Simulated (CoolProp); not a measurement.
200 sccm (0 °C, 1 atm) of nitrogen bubbles through liquid toluene at 360.9 K and leaves saturated at a total pressure of 0.15 MPa (ideal gas phase). Each further row changes one setting.

Computed with CoolProp (reference Helmholtz-energy equation of state, Lemmon 2006). It is a short technical equation, of lower accuracy than the large ones.

```csv
case,vapour pressure (kPa),mole fraction of vapour,delivery (mg/min),delivery (sccm),change of delivery for a bath 1 K warmer (%)
as stated,50.5,0.336,417,101,5.1
bath temperature 365.9 K,59.3,0.395,537,131,5.4
total pressure 0.3 MPa,50.5,0.168,166,40.4,4.0
```
